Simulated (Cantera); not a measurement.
An adiabatic, constant-volume homogeneous reactor starts with C₃H₈ : O₂ : N₂ = 1 : 9.8 : 36.9 (molar parts), equivalence ratio 0.51, at 1800 K and 4.93 atm. Integrator tolerance rtol = 1e-08.

Cantera simulation using GRI-Mech 3.0 (53 species, 325 reactions); the numbers are that mechanism's predictions, not measurements. GRI-Mech 3.0 was tuned for natural gas; its chemistry of propane as a main component is partial and can be far from experiment.

What does this change do: C3H8 1 to 1.7 parts?


| quantity | before | after |
|---|---|---|
| time of steepest temperature rise | 3.28 µs | 3.27 µs |
| temperature at 0.500 s | 2842 K | 3118 K |
| equilibrium temperature | 2842 K | 3118 K |
| x(C₃H₈) at 0.500 s | <1e-12 (gas-phase equilibrium <1e-12) | <1e-12 (gas-phase equilibrium <1e-12) |
| x(O₂) at 0.500 s | 0.0850 (gas-phase equilibrium 0.0850) | 0.0339 (gas-phase equilibrium 0.0339) |
| x(CH₂O) at 0.500 s | 7.82e-11 (gas-phase equilibrium 7.82e-11) | 2.07e-9 (gas-phase equilibrium 2.07e-9) |
| x(H) at 0.500 s | 0.00156 (gas-phase equilibrium 0.00156) | 0.00799 (gas-phase equilibrium 0.00799) |
| x(O) at 0.500 s | 0.00656 (gas-phase equilibrium 0.00656) | 0.0101 (gas-phase equilibrium 0.0101) |
| x(CH₂) at 0.500 s | <1e-12 (gas-phase equilibrium <1e-12) | <1e-12 (gas-phase equilibrium <1e-12) |
Above 3000 K some thermodynamic fits are extrapolated.

What does this change do: N2 36.9 to 51 parts?


```tsv
quantity	before	after
time of steepest temperature rise	3.28 µs	3.76 µs
temperature at 0.500 s	2842 K	2696 K
equilibrium temperature	2842 K	2696 K
x(C₃H₈) at 0.500 s	<1e-12 (gas-phase equilibrium <1e-12)	<1e-12 (gas-phase equilibrium <1e-12)
x(O₂) at 0.500 s	0.0850 (gas-phase equilibrium 0.0850)	0.0666 (gas-phase equilibrium 0.0666)
x(CH₂O) at 0.500 s	7.82e-11 (gas-phase equilibrium 7.82e-11)	2.01e-11 (gas-phase equilibrium 2.01e-11)
x(H) at 0.500 s	0.00156 (gas-phase equilibrium 0.00156)	0.000692 (gas-phase equilibrium 0.000692)
x(O) at 0.500 s	0.00656 (gas-phase equilibrium 0.00656)	0.00332 (gas-phase equilibrium 0.00332)
x(CH₂) at 0.500 s	<1e-12 (gas-phase equilibrium <1e-12)	<1e-12 (gas-phase equilibrium <1e-12)
```
